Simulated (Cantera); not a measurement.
A Cantera script and its output.

```python
import numpy as np
import cantera as ct

gas = ct.Solution("gri30.yaml")
gas.TPX = 2000, 101325, {'CH4': 1, 'CO2': 1.7, 'H2': 0.39}
inlet = ct.Reservoir(gas, clone=True)

reactor = ct.IdealGasConstPressureReactor(gas, energy="off", clone=False)
exhaust = ct.Reservoir(gas, clone=True)
tau = [10, 3.6, 1.3, 0.47, 0.17, 0.06, 0.021, 0.0077, 0.0027, 0.00098, 0.00035][0]
for a, b in ((inlet, reactor), (reactor, exhaust)):
    ct.MassFlowController(a, b, mdot=lambda t: reactor.mass / tau)
net = ct.ReactorNet([reactor])
show = ['CH4', 'CO2', 'H2', 'HO2', 'OH']

rows = []
print(f"{'tau/s':>10s}{'T/K':>9s}" + "".join(f"{s:>11s}" for s in show))
for tau in [10, 3.6, 1.3, 0.47, 0.17, 0.06, 0.021, 0.0077, 0.0027, 0.00098, 0.00035]:
    net.initial_time = 0.0
    net.advance(30 * tau)
    before = gas.X
    net.advance(40 * tau)
    drift = np.max(np.abs(gas.X - before) / (gas.X + 1e-9))
    rows.append([gas.T, *gas[show].X, drift])
    print(f"{tau:10.3e}{gas.T:9.1f}" + "".join(f"{x:11.3e}" for x in gas[show].X))
```

Output:

```
     tau/s      T/K        CH4        CO2         H2        HO2         OH
 1.000e+01   2000.0  2.532e-04  3.183e-02  3.626e-01  7.089e-12  2.805e-05
 3.600e+00   2000.0  6.427e-04  3.208e-02  3.616e-01  7.115e-12  2.808e-05
 1.300e+00   2000.0  1.473e-03  3.279e-02  3.592e-01  7.335e-12  2.851e-05
 4.700e-01   2000.0  3.005e-03  3.471e-02  3.530e-01  8.040e-12  2.986e-05
 1.700e-01   2000.0  5.505e-03  3.939e-02  3.397e-01  9.913e-12  3.316e-05
 6.000e-02   2000.0  9.373e-03  4.959e-02  3.149e-01  1.444e-11  3.978e-05
 2.100e-02   2000.0  1.514e-02  6.897e-02  2.791e-01  2.382e-11  4.994e-05
 7.700e-03   2000.0  2.380e-02  1.015e-01  2.424e-01  3.823e-11  5.997e-05
 2.700e-03   2000.0  4.057e-02  1.608e-01  2.177e-01  5.289e-11  6.241e-05
 9.800e-04   2000.0  7.337e-02  2.535e-01  2.203e-01  5.578e-11  5.023e-05
 3.500e-04   2000.0  1.298e-01  3.685e-01  2.293e-01  4.660e-11  3.180e-05
```

Model: GRI-Mech 3.0 (53 species, 325 reactions), integrated in Cantera.
